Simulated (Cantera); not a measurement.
Charge: 1 mol C6H6, 0.28 mol O2, 4.5 mol N2, equilibrated at 34.0 bar.

Equilibrium computed with Cantera from the NASA thermochemical tables; the gas is ideal and each condensed phase is pure. Candidate condensed phases: C, C6H6, C7H8, C8H18, H2O; 136 gas species. The ideal-gas law is rough above about 30 bar. Equilibrium is a limit: real reactors are often held back by kinetics, nucleation or transport.

**Question.** At 702 °C, list the 6 most abundant gas species with their mole fractions, and the condensed phases.

**Answer.** N2 0.653, H2 0.161, CH4 0.111, H2O 0.0506, CO 0.0154, CO2 0.00770. Condensed: C(graphite).
